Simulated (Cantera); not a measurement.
An isothermal, constant-pressure homogeneous reactor starts with C₂H₆ : N₂ = 1 : 19 (molar parts), at 1950 K and 3700 Pa. Integrator tolerance rtol = 1e-08.

Cantera simulation using GRI-Mech 3.0 (53 species, 325 reactions); the numbers are that mechanism's predictions, not measurements. GRI-Mech 3.0 stops at C3 and has no aromatics, soot or wall deposition, so with more carbon than oxygen in the feed, carbon stays in small species such as C2H2 where larger ones or solid carbon would form. Radical loss at walls, strong at low pressure, is not modelled.

**Question.** What does this change do: pressure from 3700 Pa to 300 Pa?

**Answer.** 
```json
[
 {"quantity": "x(C₂H₆) at 2.00 s", "before": "<1e-12 (gas-phase equilibrium <1e-12)", "after": "1.70e-10 (gas-phase equilibrium <1e-12)"},
 {"quantity": "x(H) at 2.00 s", "before": "0.00180 (gas-phase equilibrium 0.00180)", "after": "0.00190 (gas-phase equilibrium 0.00624)"},
 {"quantity": "x(CH₃) at 2.00 s", "before": "5.70e-7 (gas-phase equilibrium 8.98e-7)", "after": "3.24e-5 (gas-phase equilibrium 2.48e-7)"},
 {"quantity": "x(C₂H₄) at 2.00 s", "before": "1.34e-6 (gas-phase equilibrium 3.56e-7)", "after": "2.92e-7 (gas-phase equilibrium 2.80e-8)"},
 {"quantity": "x(HCN) at 2.00 s", "before": "0.000223 (gas-phase equilibrium 0.0668)", "after": "0.000198 (gas-phase equilibrium 0.0666)"}
]
```

**Question.** What does this change do: temperature 1950 to 1350 K?

**Answer.** 
```
quantity                                            before                                    after
-----------------  ---------------------------------------  ---------------------------------------
x(C₂H₆) at 2.00 s    <1e-12 (gas-phase equilibrium <1e-12)  9.76e-7 (gas-phase equilibrium 9.40e-9)
x(H) at 2.00 s     0.00180 (gas-phase equilibrium 0.00180)  1.80e-6 (gas-phase equilibrium 3.74e-6)
x(CH₃) at 2.00 s   5.70e-7 (gas-phase equilibrium 8.98e-7)  6.68e-6 (gas-phase equilibrium 5.72e-7)
x(C₂H₄) at 2.00 s  1.34e-6 (gas-phase equilibrium 3.56e-7)  0.00406 (gas-phase equilibrium 9.18e-5)
x(HCN) at 2.00 s   0.000223 (gas-phase equilibrium 0.0668)   5.48e-8 (gas-phase equilibrium 0.0531)
```
